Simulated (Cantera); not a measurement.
Input (Python, Cantera):

```python
import numpy as np
import cantera as ct

surf = ct.Interface("diamond.yaml", "diamond_100")
gas, bulk = surf.adjacent["gas"], surf.adjacent["diamond"]
k = surf.kinetics_species_index(bulk.species_names[0])
cover = ["c6HH", "c6H*", "c6*H", "c6**", "c6HM", "c6B"]

rows, drift = [], 0.0
print(f"{'xH':>10s}{'um/h':>11s}" + "".join(f"{s:>11s}" for s in cover))
for v in [0.0001, 0.00024, 0.00058, 0.0014, 0.0034, 0.0082, 0.02, 0.048, 0.11]:
    T, P, xH, xCH3 = 1123, 11000, v, 0.0014
    gas.TPX = T, P, {"H": xH, "CH3": xCH3, "CH4": 0.0029, "H2": 1 - xH - xCH3 - 0.0029}
    surf.TP = bulk.TP = T, P
    surf.coverages = "c6H*:0.1, c6HH:0.9"
    surf.advance_coverages(100.0)
    before = surf.coverages
    surf.advance_coverages(100.0)
    drift = max(drift, np.max(np.abs(surf.coverages - before) / (surf.coverages + 1e-9)))
    rate = surf.net_production_rates[k] * bulk.mean_molecular_weight / bulk.density * 3.6e9
    rows.append([rate, *surf[cover].coverages])
    print(f"{v:10.4g}{rate:11.4e}" + "".join(f"{x:11.3e}" for x in rows[-1][1:]))
```

Result:

```
        xH       um/h       c6HH       c6H*       c6*H       c6**       c6HM        c6B
    0.0001 4.2266e+00  4.749e-01  1.875e-02  2.819e-01  2.056e-03  1.375e-01  1.147e-08
   0.00024 1.0891e+01  4.214e-01  2.074e-02  3.118e-01  4.445e-03  1.504e-01  2.955e-08
   0.00058 2.5028e+01  4.029e-01  2.217e-02  3.333e-01  7.994e-03  1.469e-01  6.792e-08
    0.0014 4.9056e+01  4.116e-01  2.395e-02  3.598e-01  1.205e-02  1.221e-01  1.331e-07
    0.0034 7.8855e+01  4.365e-01  2.620e-02  3.929e-01  1.578e-02  8.201e-02  2.140e-07
    0.0082 1.0399e+02  4.613e-01  2.821e-02  4.214e-01  1.845e-02  4.516e-02  2.822e-07
      0.02 1.1984e+02  4.777e-01  2.970e-02  4.392e-01  2.004e-02  2.140e-02  3.252e-07
     0.048 1.2807e+02  4.858e-01  3.096e-02  4.474e-01  2.091e-02  9.541e-03  3.475e-07
      0.11 1.3265e+02  4.893e-01  3.268e-02  4.498e-01  2.154e-02  4.312e-03  3.600e-07
```

Detailed kinetics in Cantera: the Harris–Goodwin 1993 mechanism for the reconstructed diamond (100) surface.
